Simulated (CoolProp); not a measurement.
The numbers come from the reference Helmholtz-energy equation of state, Leachman 2009 in CoolProp.

### Question
Give the vapour pressure (MPa), vapour density (kg/m³), liquid cp (kJ/(kg K)), surface tension (mN/m) of saturated normal hydrogen at 32.5 K.

### Answer
```
T (K)  p (MPa)  vapour density (kg/m³)  liquid cp (kJ/(kg K))  surface tension (mN/m)
-----  -------  ----------------------  ---------------------  ----------------------
32.5      1.18                    19.3                   98.6                  0.0587
```

Surface tension comes from a separate correlation (Mulero 2012).
